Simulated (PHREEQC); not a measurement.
HNO3 is added in steps, without added water, to 1 kg of water holding 0.0071 mol/kgw MgCl2, 0.0079 mol/kgw Sr(NO3)2 and 0.0026 mol/kgw AgNO3, at 25 °C. Oxygen alone is held at its pressure in air (log pO2 = -0.68). CO2 from the air is kept out. Solids allowed: Brucite, Cerargyrite, Ag2O. Others were left out.

Base run: PHREEQC, ion-association model, wateq4f.dat. Each further column changes one thing. The table gives Cerargyrite (mol).

| HNO3 added (mol) | base | temperature from 25 to 30 °C | AgNO3 from 0.0026 to 0.013 mol/kgw |
|---|---|---|---|
| 0 | 0.00260 | 0.00260 | 0.0130 |
| 0.0001 | 0.00260 | 0.00260 | 0.0130 |
| 0.0002 | 0.00260 | 0.00260 | 0.0130 |
| 0.0003 | 0.00260 | 0.00260 | 0.0130 |
| 0.00035 | 0.00260 | 0.00260 | 0.0130 |
| 0.00045 | 0.00260 | 0.00260 | 0.0130 |
| 0.00055 | 0.00260 | 0.00260 | 0.0130 |
| 0.00065 | 0.00260 | 0.00260 | 0.0130 |
| 0.00075 | 0.00260 | 0.00260 | 0.0130 |
| 0.00085 | 0.00260 | 0.00260 | 0.0130 |
| 0.0009 | 0.00260 | 0.00260 | 0.0130 |
| 0.001 | 0.00260 | 0.00260 | 0.0130 |
| 0.0011 | 0.00260 | 0.00260 | 0.0130 |
| 0.0012 | 0.00260 | 0.00260 | 0.0130 |
